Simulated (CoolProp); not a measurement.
A Linde-Hampson liquefier for dry air: isothermal reversible compression at 200 K from 1 atm to 40 MPa, throttling to 1 atm, return gas leaving the recuperator 0 K below the feed. Each further row changes one setting.

Model: reference Helmholtz-energy equation of state, Lemmon 2000, in CoolProp. It is a pseudo-pure fit of the blend.

| case | liquid yield per pass | compression work (kJ/kg of gas) |
|---|---|---|
| as stated | 0.280 | 323 |
| high pressure 80 MPa | 0.221 | 385 |
| warm-end temperature 230 K | 0.210 | 384 |
| warm-end gap 5 K | 0.269 | 323 |
